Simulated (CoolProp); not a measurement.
Properties of fluorine along the isobar 111 bar (Tc = -128.7 °C, pc = 52.40 bar, ω = 0.045).

Computed with CoolProp (reference Helmholtz-energy equation of state, de Reuck 1990).

```tsv
T (°C)	phase	Z	cv (kJ/(kg K))	speed of sound (m/s)
-204.85	liquid	0.4553	0.8770	1039
-188.75	liquid	0.3920	0.8395	876.1
-172.65	liquid	0.3538	0.7846	755.5
-156.55	liquid	0.3331	0.7438	634.1
-140.45	liquid	0.3288	0.7166	502.3
-124.35	supercritical	0.3523	0.7062	359.7
-108.25	supercritical	0.4626	0.7141	245.8
-92.15	supercritical	0.6382	0.6769	229.6
-76.05	supercritical	0.7526	0.6538	240.5
-59.95	supercritical	0.8256	0.6389	253.7
-43.75	supercritical	0.8748	0.6285	266.1
-27.65	supercritical	0.9091	0.6218	277.4
-11.55	supercritical	0.9341	0.6180	287.7
4.55	supercritical	0.9527	0.6167	297.4
20.65	supercritical	0.9669	0.6173	306.5
```
